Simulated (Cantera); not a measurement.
A perfectly stirred reactor is fed with C2H6 : H2 = 1 : 28 (molar parts), at 0.0109 atm; it is held at 1273 K, and followed from long to short residence time.

Computed with Cantera and GRI-Mech 3.0 (53 species, 325 reactions). GRI-Mech 3.0 stops at C3 and has no aromatics, soot or wall deposition, so with more carbon than oxygen in the feed, carbon stays in small species such as C2H2 where larger ones or solid carbon would form. Radical loss at walls, strong at low pressure, is not modelled.

Q: Predict: x(C2H6) at τ = 20.0 s; x(H2) at τ = 20.0 s; x(CH3) at τ = 20.0 s; x(C2H4) at τ = 20.0 s; x(C2H2) at τ = 20.0 s; x(C2H6) at τ = 51.0 ms; x(H2) at τ = 51.0 ms; x(CH3) at τ = 51.0 ms; x(C2H4) at τ = 51.0 ms; x(C2H2) at τ = 51.0 ms.

A: 
| Quantity | Value |
|---|---|
| x(C2H6) at τ = 20.0 s | 8.65e-5 |
| x(H2) at τ = 20.0 s | 0.960 |
| x(CH3) at τ = 20.0 s | 1.35e-5 |
| x(C2H4) at τ = 20.0 s | 0.00251 |
| x(C2H2) at τ = 20.0 s | 0.0231 |
| x(C2H6) at τ = 51.0 ms | 0.00884 |
| x(H2) at τ = 51.0 ms | 0.957 |
| x(CH3) at τ = 51.0 ms | 0.000121 |
| x(C2H4) at τ = 51.0 ms | 0.0142 |
| x(C2H2) at τ = 51.0 ms | 0.00159 |
